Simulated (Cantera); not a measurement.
Cantera run, input and output.

```python
import numpy as np
import cantera as ct

gas = ct.Solution("SiF4_NH3_mec.yaml", "gas")
gas.TPX = 2400, 42000, {'NH3': 1, 'H2': 0.16}
reactor = ct.IdealGasConstPressureReactor(gas, energy="off", clone=False)
net = ct.ReactorNet([reactor])
net.rtol, net.atol = 1e-08, 1e-18
show = ['NH3', 'H2', 'NH2', 'N2H4', 'N2H2', 'H']
times = np.geomspace(0.0003, 10, 11)

steps = ct.SolutionArray(gas, extra=["t"])
rows = []
print(f"{'t/s':>10s}{'T/K':>9s}{'P/Pa':>11s}" + "".join(f"{s:>11s}" for s in show))
for t in times:
    while net.time < t:
        t_next = net.step()
        steps.append(gas.state, t=t_next)
    rows.append([np.interp(t, steps.t, y) for y in (steps.T, steps.P, *steps(*show).X.T)])
    print(f"{t:10.3e}{rows[-1][0]:9.1f}{rows[-1][1]:11.4g}" + "".join(f"{x:11.3e}" for x in rows[-1][2:]))
rate = np.gradient(steps.T, steps.t)
print("integrator steps:", len(steps.t))
if steps.T.max() > steps.T[0] + 200:
    print(f"time of steepest temperature rise: {steps.t[rate.argmax()]:.4e} s")
gas.TPX = 2400, 42000, {'NH3': 1, 'H2': 0.16}
gas.equilibrate("TP")
print(f"equilibrium (TP): T = {gas.T:.1f} K  " + "  ".join(f"{s} {gas[s].X[0]:.3e}" for s in show))
```

It prints:

```
       t/s      T/K       P/Pa        NH3         H2        NH2       N2H4       N2H2          H
 3.000e-04   2400.0    4.2e+04  7.243e-01  2.348e-01  5.311e-03  3.746e-07  2.909e-05  5.487e-04
 8.500e-04   2400.0    4.2e+04  5.388e-01  3.709e-01  4.159e-03  2.297e-07  1.850e-05  8.997e-04
 2.408e-03   2400.0    4.2e+04  2.640e-01  5.723e-01  2.486e-03  8.206e-08  7.325e-06  1.678e-03
 6.823e-03   2400.0    4.2e+04  4.868e-02  7.291e-01  7.922e-04  8.330e-09  1.119e-06  3.678e-03
 1.933e-02   2400.0    4.2e+04  2.128e-04  7.524e-01  1.648e-05  3.586e-12  1.716e-09  1.802e-02
 5.477e-02   2400.0    4.2e+04  1.104e-05  7.496e-01  1.019e-06  1.370e-14  9.073e-12  2.139e-02
 1.552e-01   2400.0    4.2e+04  3.130e-06  7.496e-01  2.889e-07  1.103e-15  2.229e-12  2.139e-02
 4.397e-01   2400.0    4.2e+04  1.637e-06  7.496e-01  1.512e-07  3.034e-16  1.795e-12  2.139e-02
 1.246e+00   2400.0    4.2e+04  1.518e-06  7.496e-01  1.402e-07  2.612e-16  1.772e-12  2.139e-02
 3.529e+00   2400.0    4.2e+04  1.518e-06  7.496e-01  1.402e-07  2.611e-16  1.772e-12  2.139e-02
 1.000e+01   2400.0    4.2e+04  1.518e-06  7.496e-01  1.402e-07  2.611e-16  1.772e-12  2.139e-02
integrator steps: 1757
equilibrium (TP): T = 2400.0 K  NH3 1.518e-06  H2 7.496e-01  NH2 1.402e-07  N2H4 2.611e-16  N2H2 1.772e-12  H 2.139e-02
```

Computed with Cantera and the gas-phase N/H chemistry of the illustrative SiF4/NH3 mechanism in the Surface Chemkin manual (1991). Walls and surfaces, which speed up NH3 decomposition in real reactors, are not modelled.
